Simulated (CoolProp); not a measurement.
Vapour pressure (MPa) of carbonyl sulfide: the reference equation beside estimates from Tc = 378.8 K, pc = 6.369 MPa, ω = 0.098.

Values from CoolProp's reference Helmholtz-energy equation of state, Lemmon 2006. It is a short technical equation, of lower accuracy than the large ones.

```json
[
 {"T (K)": "238.5", "reference": "0.1974", "Lee-Kesler": "0.1960", "van der Waals": "0.7270", "Peng-Robinson": "0.1987"},
 {"T (K)": "243.6", "reference": "0.2408", "Lee-Kesler": "0.2395", "van der Waals": "0.8167", "Peng-Robinson": "0.2419"},
 {"T (K)": "248.8", "reference": "0.2922", "Lee-Kesler": "0.2910", "van der Waals": "0.9155", "Peng-Robinson": "(withheld)"},
 {"T (K)": "253.9", "reference": "0.3503", "Lee-Kesler": "0.3493", "van der Waals": "1.020", "Peng-Robinson": "0.3508"},
 {"T (K)": "259", "reference": "(withheld)", "Lee-Kesler": "0.4160", "van der Waals": "(withheld)", "Peng-Robinson": "0.4169"},
 {"T (K)": "264.2", "reference": "0.4936", "Lee-Kesler": "0.4934", "van der Waals": "1.254", "Peng-Robinson": "0.4936"},
 {"T (K)": "269.3", "reference": "0.5790", "Lee-Kesler": "0.5792", "van der Waals": "1.382", "Peng-Robinson": "0.5787"},
 {"T (K)": "274.5", "reference": "(withheld)", "Lee-Kesler": "0.6776", "van der Waals": "1.520", "Peng-Robinson": "0.6763"},
 {"T (K)": "279.6", "reference": "0.7841", "Lee-Kesler": "0.7854", "van der Waals": "1.665", "Peng-Robinson": "0.7834"},
 {"T (K)": "284.7", "reference": "0.9034", "Lee-Kesler": "0.9052", "van der Waals": "1.818", "Peng-Robinson": "0.9027"}
]
```

Q: Fill in the missing entries.

A: 
- 248.8, Peng-Robinson: 0.2930
- 259, reference: 0.4166
- 259, van der Waals: 1.132
- 274.5, reference: 0.6768

Absolute difference from the reference over all 10 rows, mean and median: Lee-Kesler 0.3 and 0.2 %, van der Waals 171.5 and 162.9 %, Peng-Robinson 0.2 and 0.1 %.
